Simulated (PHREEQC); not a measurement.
Consider water at 20 °C with 0.0099 mol CdSO4 and 0.016 mol H3BO3 per kg of water. Closed to the air; pH follows from the charge balance.

The numbers come from PHREEQC with the ion-association model, phreeqc.dat.

```
quantity                   before     after
------------------------  -------  --------
pH                           5.58      6.51
ionic strength (mol/kgw)   0.0255  0.000387
H2BO3- (mol/kgw)          3.76e-6   2.78e-7
```

Q: Which change was made?
(A) diluted 10-fold with water
(B) H3BO3 from 0.016 to 0.16 mol/kgw
(C) diluted 100-fold with water
(D) temperature from 20 to 75 °C
(E) H3BO3 from 0.016 to 0.0176 mol/kgw

A: C, diluted 100-fold with water

No solid was allowed to form.
